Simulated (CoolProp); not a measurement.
Saturation properties of carbon dioxide (Tc = 304.1 K, pc = 7.377 MPa, ω = 0.224).

The numbers come from the reference Helmholtz-energy equation of state, Span 1996 in CoolProp.

| T (K) | p (MPa) | enthalpy of vaporisation (kJ/kg) | liquid cp (kJ/(kg K)) | surface tension (mN/m) | liquid viscosity (µPa s) |
|---|---|---|---|---|---|
| 225.7 | 0.7558 | 335.5 | 1.980 | 14.4 | 218 |
| 233.1 | 1.003 | 322.5 | 2.011 | 12.7 | 193 |
| 240.4 | 1.300 | 308.9 | 2.054 | 11.1 | 171 |
| 247.8 | 1.664 | 294.0 | 2.111 | 9.49 | 152 |
| 255.2 | 2.097 | 277.8 | 2.189 | 7.95 | 135 |
| 262.6 | 2.607 | 260.0 | 2.298 | 6.47 | 120 |
| 270 | 3.203 | 240.1 | 2.453 | 5.06 | 106 |
| 277.4 | 3.894 | 217.5 | 2.695 | 3.73 | 93.1 |
| 284.8 | 4.689 | 190.7 | 3.117 | 2.48 | 80.8 |
| 292.2 | 5.602 | 157.1 | 4.054 | 1.35 | 68.4 |

Viscosity comes from a separate model (Laesecke 2017). Surface tension comes from a separate correlation (Mulero 2012).
